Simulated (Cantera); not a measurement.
Input: 1 mol Ta, 1.8 mol CO2, 4 mol N2O, equilibrated at 0.760 Pa.

These are equilibrium values from Cantera (NASA tables, ideal gas, pure condensed phases), not measurements of a reactor. Candidate condensed phases: C, Ta, TaC, Ta2O5; 27 gas species. Equilibrium is a limit: real reactors are often held back by kinetics, nucleation or transport. All values below are at 825 K.

Base state: N2 0.611, CO2 0.275, O2 0.115 (mole fractions); condensed: Ta2O5(s).

Task: What changes in the equilibrium state with this change: N2O from 4 to 2.6 mol?

Result: 
```csv
species,before,after
N2,0.611,0.584
CO2,0.275,0.404
O2,0.115,0.0112
"Ta2O5(s), mol",0.500,0.500
```
